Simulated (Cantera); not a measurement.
Input: 1 mol Si₃N₄, 0.013 mol N₂O, 34 mol H₂, equilibrated at 1198 K and 0.100 bar.

Cantera equilibrium calculation (NASA polynomials, part measured and part estimated; ideal gas, pure solids and liquids). Candidate condensed phases: H₂O, Si, SiO₂, Si₂N₂O, Si₃N₄; 35 gas species. Mutual solubility and eutectic melting of coexisting phases are not modelled. The numbers say what is thermodynamically allowed, not how fast it happens.

Base state: H₂ 0.999, N₂ 0.000509 (mole fractions); condensed: Si₂N₂O(s) + Si₃N₄(s).

Question: What changes in the equilibrium state with this change: temperature from 1198 K to 1773.15 K?

Answer: 
```tsv
species	before	after
H₂	0.999	0.943
N₂	0.000509	0.0558
H	6.01e-7	0.000875
SiO	<1e-9	0.000361
SiH₂	<1e-9	2.33e-5
Si	<1e-9	2.13e-5
Si₂N₂O(s), mol	0.0130	0
Si₃N₄(s), mol	0.991	0
Si(l), mol	0	2.98
```
Gases not in the tables: Si₂H₆ and higher silanes.

Question: What changes in the equilibrium state with this change: N₂O from 0.013 to 2.3 mol?

Answer: 
```
species                before    after
-------------------  --------  -------
H₂                      0.999    0.917
N₂                   0.000509   0.0827
H₂O                     <1e-9  6.33e-5
Si₂N₂O(s), mol         0.0130     1.23
Si₃N₄(s), mol           0.991        0
SiO₂(β-quartz), mol         0    0.532
```
The tables hold silica as quartz up to 1696 K and as liquid above; real silica turns to tridymite and cristobalite and melts near 1996 K.
